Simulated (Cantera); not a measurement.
Input: 1 mol TiO₂, 0.58 mol C, 7.7 mol H₂, at 1102 °C and 16.5 Torr.

Equilibrium computed with Cantera from the NASA thermochemical tables; the gas is ideal and each condensed phase is pure. Candidate condensed phases: C, C₆H₆, C₇H₈, C₈H₁₈, H₂O, Ti, TiC, TiO, TiO₂, Ti₂O₃, Ti₃O₅, Ti₄O₇; 113 gas species. Mutual solubility and eutectic melting of coexisting phases are not modelled. TiC: taken at fixed stoichiometry. Rates play no part.

**Question.** What is the equilibrium state?

**Answer.** 
```
Quantity                                    Result
--------------------------------------  ----------
x(H₂)                                        0.934
x(CO)                                       0.0664
x(H₂O)                                     4.58e-5
x(H)                                       2.23e-5
x(CH₄)                                     1.31e-5
x(CO₂)                                     1.58e-6
n(TiC(s))                               0.0321 mol
n(Ti₂O₃(s))                              0.484 mol
gas amount                               8.248 mol
log10 activity of Ti₃O₅(s) (absent)          -0.23
log10 activity of Ti₄O₇(s) (absent)          -0.79
log10 activity of C(graphite) (absent)       -0.86
```
